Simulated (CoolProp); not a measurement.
Vapour-liquid equilibrium of R1234ze(E) (1) + R227EA (2) at 0.00173 MPa; x and y are mole fractions of (1).

The numbers come from the multi-fluid Helmholtz-energy mixture model, Thol 2016 and Lemmon 2016; pair parameters Bell 2023 in CoolProp.

```tsv
x	bubble temperature, mixture model (°C)	bubble temperature, Raoult's law (°C)	y, mixture model	y, Raoult's law
0.05	-82.2	-82.1	0.063	0.060
0.2	-82.6	-82.5	0.242	0.233
0.35	-83.1	-82.9	0.404	0.396
0.5	-83.4	-83.2	0.552	0.549
0.65	-83.7	-83.5	0.690	0.694
0.8	-84.0	-83.8	0.823	0.830
0.95	-84.2	-84.2	0.955	0.959
```

The largest gap from Raoult's law is -0.2 K in bubble temperature, at x = 0.5. No azeotrope shows between x = 0.05 and 0.95.

The pair parameters rest on a limited set of measurements; away from them the model extrapolates.
